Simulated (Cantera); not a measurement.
# Silicon epitaxy and polysilicon growth: SiH₂Cl₂ + Cl₂ + N₂

Input: 1 mol SiH₂Cl₂, 0.02 mol Cl₂, 170 mol N₂, held at 1723 K.

Method: chemical equilibrium by Gibbs-energy minimisation in Cantera with the NASA 1993 tables (ideal gas, pure condensed phases). Candidate condensed phases: NH₄Cl, Si, Si₃N₄; 28 gas species. The tables' values for SiCl₃, SiCl, SiN are old estimates; treat these amounts as uncertain. Rates play no part.

```
P (Pa)   x N₂    x HCl  x SiCl₂     x H₂      x Si       x H  n Si(l)  n Si₃N₄(s)
------  -----  -------  -------  -------  --------  --------  -------  ----------
100     0.987  0.00241  0.00455  0.00441  0.000983  0.000383  0.00257           0
260     0.988  0.00249  0.00457  0.00445  0.000358  0.000238        0      0.0418
670     0.988  0.00319  0.00426  0.00415   7.39e-5  0.000144        0      0.0814
1700    0.988  0.00396  0.00388  0.00380   1.57e-5   8.62e-5        0       0.108
4500    0.988  0.00485  0.00341  0.00337   3.09e-6   4.99e-5        0       0.135
12000   0.988  0.00578  0.00290  0.00292   6.03e-7   2.85e-5        0       0.162
30000   0.988  0.00661  0.00241  0.00251   1.31e-7   1.67e-5        0       0.188
77000   0.988  0.00738  0.00188  0.00213   2.72e-8   9.60e-6        0       0.213
200000  0.988  0.00799  0.00136  0.00183   5.54e-9   5.51e-6        0       0.235
```
x: gas mole fraction; n: condensed amount in mol.

At 0.750 Torr the condensed part is Si(l). From 1.95 Torr to 1500 Torr the condensed part is Si₃N₄(s). The main Si-bearing gas is SiCl₂ throughout. The share of Si in condensed phases is highest at 1500 Torr (70.5 %) and lowest at 0.750 Torr (0.3 %).
